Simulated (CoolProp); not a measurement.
A simple Rankine cycle with R236FA: condensing at 301.15 K, boiler at 1.14 MPa, turbine inlet 389.2 K, turbine efficiency 0.7, pump efficiency 0.6, no recuperator. Each further row changes one setting.

Computed with CoolProp (reference Helmholtz-energy equation of state, Pan 2012).

| case | thermal efficiency (%) | net work (kJ/kg) | heat in (kJ/kg) | turbine exit temperature (K) | volume ratio over the turbine |
|---|---|---|---|---|---|
| as stated | 7.5 | 16.1 | 215 | 362.0 | 3.96 |
| condensing temperature 293.15 K | 8.7 | 19.5 | 225 | 357.4 | 5.17 |
| boiler pressure 0.798 MPa | 5.7 | 12.5 | 220 | 370.4 | 2.69 |
| turbine efficiency 0.6 | 6.4 | 13.7 | 215 | 364.5 | 3.99 |
